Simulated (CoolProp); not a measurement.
CF4 (R14) along the isobar 21.2 MPa: Z from the reference equation and from simpler models built on Tc = 227.4 K, pc = 3.762 MPa, ω = 0.178; each cubic takes its own stable root.

Computed with CoolProp (reference Helmholtz-energy equation of state, Platzer 1990). This equation is an older, rougher fit; its heat capacities, sound speeds and derivatives of the liquid may be far off and weren't checked against measurements.

```json
[
 {"T (K)": "180.5", "phase": "liquid", "reference": "0.8219"},
 {"T (K)": "207.9", "phase": "liquid", "reference": "0.7800"},
 {"T (K)": "235.2", "phase": "supercritical", "reference": "0.7660"},
 {"T (K)": "262.6", "phase": "supercritical", "reference": "0.7785"},
 {"T (K)": "289.9", "phase": "supercritical", "reference": "0.8139"},
 {"T (K)": "317.2", "phase": "supercritical", "reference": "0.8624"},
 {"T (K)": "344.6", "phase": "supercritical", "reference": "0.9122"},
 {"T (K)": "371.9", "phase": "supercritical", "reference": "0.9559"},
 {"T (K)": "399.2", "phase": "supercritical", "reference": "0.9922"},
 {"T (K)": "426.6", "phase": "supercritical", "reference": "1.022"},
 {"T (K)": "453.9", "phase": "supercritical", "reference": "1.046"}
]
```

How far does each simpler model (van der Waals, Soave-Redlich-Kwong, Peng-Robinson) lie from the reference over these 11 states: mean and median of the absolute difference, and the worst?


- van der Waals: mean 15.3 %, median 8.2 %, worst +39.3 % at 180.5 K and 21.2 MPa
- Soave-Redlich-Kwong: mean 3.0 %, median 3.4 %, worst +4.2 % at 344.6 K and 21.2 MPa
- Peng-Robinson: mean 4.8 %, median 3.2 %, worst -10.6 % at 180.5 K and 21.2 MPa
